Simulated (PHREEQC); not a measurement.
0.017 g of hydrous ferric oxide (600 m²/g; 0.2 weak and 0.005 strong sites per Fe, Dzombak-Morel constants, diffuse double layer) in 1 kg of water with 0.005 mol/kgw of an inert sodium salt and 0.0045 mmol/kgw Na2SO4, at 25 °C; the pH is set by adding NaOH or the inert anion's acid. O2 is buffered at 0.21 atm. No CO2 enters from the air. No solid was allowed to form.

The series has 17 steps of pH, from 4 to 12.

Model: ion-association model, wateq4f.dat, run in PHREEQC.

**Question.** Near which pH is half of the S sorbed, and on which side is more sorbed?

**Answer.** Near pH 5.8, with more sorbed at lower pH.

Species that the database lacks are ignored.
